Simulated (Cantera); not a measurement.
Cantera run:

```python
import numpy as np
import cantera as ct

gas_names = [...]  # 103 gases of nasa_gas.yaml made of C, Cl, H
cond_names = """
    C(gr) C6H6(L) C7H8(L) C8H18(L),n-octa
""".split()


# ... load() reads the species with a 1 bar reference pressure and builds the phases ...
atoms = {
    'CCl4': {'C': 1, 'CL': 4},
    'CH4': {'C': 1, 'H': 4},
    'H2': {'H': 2},
}
top_T = {'C(gr)': 4500}  # K; cautious upper limits of use, not melting points


# ... equilibrate(T, P, feed) seeds the gas with the atoms and calls Mixture.equilibrate('TP', solver="vcs", rtol=1e-11, max_steps=5000) ...
results = []
feed = {'CCl4': 1, 'CH4': 1.5, 'H2': 3.2}  # mol
P = 1000  # Pa
for T in [3000, 3500, 4000, 4500, 5000]:
    mix = equilibrate(T, P, feed)
    results.append((T, P, feed, dict(zip(mix.species_names, mix.species_moles))))

top = {s: max(r[3][s] / sum(r[3][g] for g in gas_names) for r in results) for s in gas_names}
cols = sorted((s for s in top if top[s] > 0.001), key=lambda s: -top[s])[:7]
seen = [c for c in cond_names if any(r[3].get(c, 0) > 1e-12 for r in results)]
print("log10 of partial pressures in bar; condensed amounts in mol")
print(f"{'T/K':>10s}" + "".join(f"{s[:9]:>10s}" for s in cols + seen))
for T, P, feed, n in results:
    ng = sum(n[g] for g in gas_names)
    print(f"{T:10.4g}" + "".join(f"{np.log10(max(n[s] / ng * P / 1e5, 1e-99)):10.3f}" for s in cols)
          + "".join(f"{n.get(c, 0):10.4g}" for c in seen))
```

Result:

```
log10 of partial pressures in bar; condensed amounts in mol
       T/K         H        CL         C        H2       HCL        C3        C2     C(gr)
      3000    -2.263    -2.671    -4.295    -2.924    -3.165    -3.506    -4.499    0.5707
      3500    -2.174    -2.656    -3.252    -3.890    -4.194    -3.708    -3.934         0
      4000    -2.182    -2.673    -2.910    -4.770    -5.074    -5.186    -4.393         0
      4500    -2.183    -2.674    -2.882    -5.444    -5.743    -7.053    -5.228         0
      5000    -2.183    -2.675    -2.880    -5.983    -6.279    -8.605    -5.936         0
```

Method: chemical equilibrium by Gibbs-energy minimisation in Cantera with the NASA 1993 tables (ideal gas, pure condensed phases). The tables' values for CCl are old estimates; treat these amounts as uncertain.
